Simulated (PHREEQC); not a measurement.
Solution (25 °C): 0.32 mmol/kgw PbCl2, 33 mmol/kgw NaCl and 0.1 mmol/kgw Zn(NO3)2. Closed to the air; pH follows from the charge balance.

Computed with PHREEQC (ion-association model, phreeqc.dat).

No solid was allowed to form.

Order these Pb species by the share of Pb that they hold, largest first: PbOH+, PbCl2, Pb+2, PbCl+.

Pb+2 (59 %), PbCl+ (39 %), PbCl2 (1.5 %), PbOH+ (0.48 %)

The pH is 5.85 and the ionic strength 0.0340 mol/kgw.
